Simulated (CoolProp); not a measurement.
Properties of n-nonane along the isobar 2790 kPa (Tc = 321.4 °C, pc = 2282 kPa, ω = 0.443).

Computed with CoolProp (reference Helmholtz-energy equation of state, Lemmon 2006). It is a short technical equation, of lower accuracy than the large ones.

```tsv
T (°C)	phase	isothermal compressibility (1/MPa)	fugacity coefficient
251.05	liquid	0.01163	0.2607
254.75	liquid	0.01248	0.2738
258.55	liquid	0.01346	0.2876
262.25	liquid	0.01452	0.3013
266.05	liquid	0.01577	0.3157
269.75	liquid	0.01715	0.3301
273.45	liquid	0.01874	0.3447
277.25	liquid	0.02063	0.3600
280.95	liquid	0.02278	0.3752
284.75	liquid	0.02539	0.3910
288.45	liquid	0.02843	0.4066
292.15	liquid	0.03211	0.4224
295.95	liquid	0.03676	0.4389
299.65	liquid	0.04244	0.4550
303.35	liquid	0.04973	0.4713
307.15	liquid	0.05961	0.4881
```
